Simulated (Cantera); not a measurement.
What does this Cantera script print?

```python
import numpy as np
import cantera as ct

gas_names = """
    C CO CO2 C2 C2O C3 C3O2 C4 C5 Ca CaO Ca2 O O2 O3
""".split()
cond_names = """
    C(gr) Ca(a) Ca(b) Ca(L) CaCO3(caL) CaO(s) CaO(L)
""".split()


# ... load() reads the species with a 1 bar reference pressure and builds the phases ...
atoms = {
    'CaCO3': {'Ca': 1, 'C': 1, 'O': 3},
    'O2': {'O': 2},
    'CO2': {'C': 1, 'O': 2},
}
top_T = {'C(gr)': 4500}  # K; cautious upper limits of use, not melting points


# ... equilibrate(T, P, feed) seeds the gas with the atoms and calls Mixture.equilibrate('TP', solver="vcs", rtol=1e-11, max_steps=5000) ...
results = []
feed = {'CaCO3': 1, 'O2': 9.3, 'CO2': 1.7}  # mol
T = 1600  # K
P = 3300  # Pa
mix = equilibrate(T, P, feed)
results.append((T, P, feed, dict(zip(mix.species_names, mix.species_moles))))
x = sorted(zip(gas.X, gas.species_names), reverse=True)
print(f"T = {T:g} K  P = {P:g} Pa  gas = {mix.phase_moles(0):.4g} mol")
print("   x: " + "  ".join(f"{s} {v:.3e}" for v, s in x if v > 0.0001))
print("   condensed (mol): " + ("  ".join(f"{mix.phase(i).name} {mix.phase_moles(i):.4g}"
      for i in range(1, mix.n_phases) if mix.phase_moles(i) > 1e-12) or "none"))
```

Output:

```
T = 1600 K  P = 3300 Pa  gas = 12 mol
   x: O2 7.749e-01  CO2 2.250e-01
   condensed (mol): CaO(s) 1
```

Method: chemical equilibrium by Gibbs-energy minimisation in Cantera with the NASA 1993 tables (ideal gas, pure condensed phases).
